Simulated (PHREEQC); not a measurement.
**Polishing slurry liquid: an equilibrium model**

Consider water at 25 °C with 0.085 mol/kgw H2SO4 and 0.016 mol/kgw CuSO4. Closed to the air; pH follows from the charge balance.

Computed with PHREEQC (ion-association model, wateq4f.dat).

Each row changes one thing in this solution. This is a speciation only: nothing precipitates in the calculation.

| case | pH | ionic strength (mol/kgw) | HSO4- (mol/kgw) | SO4-2 (mol/kgw) | Cu+2 (mol/kgw) | CuSO4 (mol/kgw) | SI of Chalcanthite (CuSO4:5H2O) | SI of Tenorite (CuO) |
|---|---|---|---|---|---|---|---|---|
| as made | 1.11 | 0.151 | 0.0733 | 0.0223 | 0.0106 | 0.00538 | -1.93 | -7.83 |
| H2SO4 from 0.085 to 0.017 mol/kgw | (withheld) | 0.0663 | 0.0130 | 0.0143 | 0.0103 | 0.00567 | -1.91 | (withheld) |
| H2SO4 from 0.085 to 0.0085 mol/kgw | 2.04 | 0.0546 | (withheld) | 0.0126 | 0.0104 | 0.00562 | -1.92 | -5.85 |
| diluted 100-fold with water | 2.82 | 0.00291 | 0.000109 | 0.000885 | 0.000144 | 1.63e-5 | -4.46 | -5.92 |
| diluted 5-fold with water | 1.69 | 0.0391 | 0.0104 | 0.00883 | 0.00220 | 0.000997 | -2.67 | -7.19 |

Question: Fill in the missing entries.

Answer: 
- H2SO4 from 0.085 to 0.017 mol/kgw, pH: 1.75
- H2SO4 from 0.085 to 0.017 mol/kgw, SI of Tenorite (CuO): -6.45
- H2SO4 from 0.085 to 0.0085 mol/kgw, HSO4- (mol/kgw): 0.00622
